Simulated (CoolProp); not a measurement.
C2F6 (R116) at 338.63 K and 5.95 MPa flows at 0.73 m/s in a round tube of 25 mm bore and 1.5 µm roughness, fully developed (64/Re and Nu = 3.66 if laminar; Colebrook and Gnielinski if turbulent). Each further row changes one setting.

The numbers come from the reference Helmholtz-energy equation of state, Lemmon 2006 in CoolProp. It is a short technical equation, of lower accuracy than the large ones.

| case | Reynolds number | Darcy friction factor | pressure drop (Pa/m) | heat-transfer coefficient (W/(m² K)) | mass flow (kg/h) |
|---|---|---|---|---|---|
| as stated | 290000 | 0.0151 | ___ | ___ | ___ |
| velocity 1.46 m/s | 579000 | 0.0137 | 311 | 1610 | 1370 |
| diameter 50 mm | 579000 | ___ | ___ | 785 | 2750 |

Problem. Fill in the missing entries.

Solution. 
- as stated, pressure drop (Pa/m): 85.9
- as stated, heat-transfer coefficient (W/(m² K)): 883
- as stated, mass flow (kg/h): 687
- diameter 50 mm, Darcy friction factor: 0.0133
- diameter 50 mm, pressure drop (Pa/m): 37.6

Viscosity comes from a separate model (Huber 2003), an estimate that may be off by 10 % or more. Thermal conductivity comes from a separate model (Huber 2003), an estimate that may be off by 10 % or more.
